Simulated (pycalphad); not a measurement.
CALPHAD calculation (pycalphad, COST 507 light-alloy database (1999)), 1 atm. These are 1990s assessments: newer ones move some temperatures and phases. Amounts are mole fractions of atoms. Diffusion is slow at the low end, where real alloys seldom reach equilibrium.

Q: Give the equilibrium state of Ti-94.8Si (at.%) at 700 K.

A: DIAMOND_A4, fraction 0.844, with >99.99 Si at.%; SI2TI, fraction 0.156, with 66.7 Si at.%.

Database names, with the compositions (at.%) that they take in these runs: SI2TI: Si 67 Ti 33. DIAMOND_A4 is diamond (Si).
